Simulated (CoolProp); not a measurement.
Properties of ethylene along the isotherm 44.75 °C.

Model: reference Helmholtz-energy equation of state, Smukala 2000, in CoolProp.

```csv
p (MPa),phase,density (kg/m³),expansivity (1/kK)
0.00797,gas,0.08462,3.149
0.0181,gas,0.1923,3.154
0.0413,gas,0.4392,3.165
0.094,gas,1.002,3.189
0.214,gas,2.294,3.247
0.487,gas,5.289,3.383
1.11,gas,12.44,3.732
2.52,gas,30.57,4.778
```
